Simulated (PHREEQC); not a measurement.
## Acid mine or pickling water (model solution)

A made-up water analysis in mg/kgw, 20 °C, pH 2.76, pe 10.3: Na 289; K 1.25; Ca 166; Mg 24.3; Cl 122; S(6) as SO4 1060; Cu(2) 43.4; Zn 14.2; Li 0.0259.

Valence states are taken as typed.

The numbers come from PHREEQC with the ion-association model, wateq4f.dat.

No solid was allowed to form.

**Question.** What ionic strength does the model give?

**Answer.** ionic strength 0.0342 mol/kgw.

**Question.** In which forms is K present?

**Answer.** K+ 97 %, KSO4- 2.6 % of the K.

Species that the database lacks are ignored.
